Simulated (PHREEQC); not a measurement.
Consider water at 27 °C with 0.0013 mol/kgw Pb(NO3)2 and 0.00026 mol/kgw KNO3. Closed to the air; pH follows from the charge balance.

Model: ion-association model, wateq4f.dat, run in PHREEQC.

Question: The ionic strength comes out as 0.00408 mol/kgw. What activity coefficients do K+, PbOH+, Pb+2, H+, NO3- get?

Answer: K+ 0.93, PbOH+ 0.93, Pb+2 0.76, H+ 0.94, NO3- 0.93.

This is a speciation only: nothing precipitates in the calculation. Species that the database lacks are ignored.
